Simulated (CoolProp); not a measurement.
Vapour-liquid equilibrium of R141b (1) + n-pentane (2) at 3.05 bar; x and y are mole fractions of (1).

Model: multi-fluid Helmholtz-energy mixture model, Lemmon 2006 and Thol 2019; pair parameters Bell 2016, in CoolProp.

| x | bubble temperature, mixture model (°C) | bubble temperature, Raoult's law (°C) | y, mixture model | y, Raoult's law |
|---|---|---|---|---|
| 0.05 | 71.5 | 72.5 | 0.076 | 0.057 |
| 0.15 | 69.7 | 71.9 | 0.202 | 0.168 |
| 0.25 | 68.4 | 71.4 | 0.306 | 0.276 |
| 0.35 | 67.5 | 70.9 | 0.398 | 0.382 |
| 0.45 | 66.9 | 70.3 | 0.484 | 0.484 |
| 0.55 | 66.6 | 69.8 | 0.567 | 0.584 |
| 0.65 | 66.5 | 69.3 | 0.652 | 0.680 |
| 0.75 | 66.5 | 68.8 | 0.741 | 0.775 |
| 0.85 | 66.8 | 68.4 | 0.837 | 0.867 |
| 0.95 | 67.3 | 67.9 | 0.943 | 0.956 |

The largest gap from Raoult's law is -3.4 K in bubble temperature, at x = 0.45. y crosses x between x = 0.65 and 0.75: the model has an azeotrope there.

Pair parameters are fitted to limited data, so mixtures are less certain than the pure fluids.
